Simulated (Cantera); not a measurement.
Ignition delay

Mixture: CH4 : CO : O2 : N2 = 1 : 0.14 : 1.72 : 6.9 (molar parts), equivalence ratio 1.2, at 9.87 atm, adiabatic and at constant pressure. Ignition delay is the time to a rise of 400 K.

Detailed kinetics in Cantera: GRI-Mech 3.0 (53 species, 325 reactions).

| T0 (K) | delay (ms) |
|---|---|
| 1175 | 9.37 |
| 1225 | 4.87 |
| 1275 | 2.62 |
| 1325 | 1.46 |
| 1375 | 0.833 |
| 1425 | 0.488 |
| 1475 | 0.292 |
| 1525 | 0.178 |

```yaml
apparent activation energy between 1425 and 1525 K: 180 kJ/mol
```
